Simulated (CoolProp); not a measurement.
A single-stage vapour-compression cycle with C2F6 (R116): evaporating at 200.15 K (dew point), condensing at 256.15 K (bubble point), superheat 10 K, subcooling 5 K, compressor efficiency 0.7, no pressure losses. Each further row changes one setting.

Computed with CoolProp (reference Helmholtz-energy equation of state, Lemmon 2006). It is a short technical equation, of lower accuracy than the large ones.

```
case                              cooling COP  pressure ratio  discharge temperature (K)  refrigerating effect (kJ/kg)  volumetric capacity (kJ/m³)
--------------------------------  -----------  --------------  -------------------------  ----------------------------  ---------------------------
as stated                                1.74            8.67                      279.2                          67.9                          743
evaporating temperature 205.15 K         2.04            6.78                      277.2                          70.6                          974
condensing temperature 251.15 K          2.03            7.45                      273.9                          73.6                          805
subcooling 10 K                          1.89            8.67                      279.2                          73.7                          806
superheat 20 K                           1.80            8.67                      289.7                          74.4                          772
compressor efficiency 0.6                1.49            8.67                      286.9                          67.9                          743
```
